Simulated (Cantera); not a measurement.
A Cantera script and what it prints.

```python
import numpy as np
import cantera as ct

gas_names = """
    SO2 CO COS
""".split()
cond_names = """
    K(cr) K(L) K2SO4(a) K2SO4(b) K2SO4(L)
""".split()


def load(file, names, dense=False):
    # The tables refer to 1 bar. Condensed volumes are neglected.
    table = {s.name: s for s in ct.Species.list_from_file(file)}
    out = []
    for n in names:
        d = dict(table[n].input_data)
        d["thermo"] = dict(d["thermo"], **{"reference-pressure": 1e5})
        if dense:
            d["equation-of-state"] = {"model": "constant-volume", "density": "1e6 g/cm^3"}
        out.append(ct.Species.from_dict(d))
    return out


species = {s.name: s for s in load("nasa_gas.yaml", gas_names) + load("nasa_condensed.yaml", cond_names)}
# Each term lists the table entries of one substance; the one whose range holds T is used.
reactions = {
    '2 K + 2 SO2(g) + CO(g) = K2SO4 + COS(g)':
        [(-2, ['K(cr)', 'K(L)']), (-2, ['SO2']), (-1, ['CO']), (1, ['K2SO4(a)', 'K2SO4(b)', 'K2SO4(L)']), (1, ['COS'])],
}


def pick(names, T):
    return next(species[n] for n in names if species[n].thermo.min_temp <= T <= species[n].thermo.max_temp)


results = []
for label, terms in reactions.items():
    print(label)
    print("     T/K   dH/kJ  dS/(J/K)   dG/kJ   log10 K")
    for T in [1148, 1198, 1248, 1298, 1348]:
        used = [(nu, pick(names, T)) for nu, names in terms]
        dH = sum(nu * s.thermo.h(T) for nu, s in used) / 1e6
        dS = sum(nu * s.thermo.s(T) for nu, s in used) / 1e3
        dG = dH - T * dS / 1e3
        logK = -dG * 1e6 / (ct.gas_constant * T * np.log(10))
        results.append((label, T, dH, dS, dG, logK, [s.name for _, s in used]))
        print(f"{T:8g} {dH:8.1f} {dS:8.1f} {dG:8.1f} {logK:8.2f}")
```

Result:

```
2 K + 2 SO2(g) + CO(g) = K2SO4 + COS(g)
     T/K   dH/kJ  dS/(J/K)   dG/kJ   log10 K
    1148   -835.2   -376.4   -403.1    18.34
    1198   -832.4   -374.0   -384.3    16.76
    1248   -829.3   -371.5   -365.7    15.31
    1298   -826.2   -369.1   -347.2    13.97
    1348   -788.7   -341.1   -328.9    12.75
```

Cantera with NASA thermochemical tables; ideal gases at 1 bar, condensed phases pure. Condensed species are held in their standard states even where they would react or evaporate.
